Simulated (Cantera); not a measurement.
Predominance diagram of Cu at 1525 K against the partial pressures of O₂ and H₂O (log10, bar). Cantera with NASA thermochemical tables; ideal gases at 1 bar, condensed phases pure. Candidates: Cu(l), Cu₂O(l). Only these pure phases compete in this equilibrium. 

Q: Which phase is stable at these pairs, and which metal-bearing vapour leads over it? (-11.5, -2.9); (-0.9, -11.6); (0, -11.6); (-7.9, -8.7); (-0.9, -5.8); (-15, -7.2); (-12.4, -2.9)

A: 
| log p(O₂) | log p(H₂O) | phase | chief vapour | log p (bar) |
|---|---|---|---|---|
| -11.5 | -2.9 | Cu(l) | Cu | -4.9 |
| -0.9 | -11.6 | Cu₂O(l) | Cu | -5.6 |
| 0 | -11.6 | Cu₂O(l) | Cu | -5.9 |
| -7.9 | -8.7 | Cu(l) | Cu | -4.9 |
| -0.9 | -5.8 | Cu₂O(l) | Cu | -5.6 |
| -15 | -7.2 | Cu(l) | Cu | -4.9 |
| -12.4 | -2.9 | Cu(l) | Cu | -4.9 |
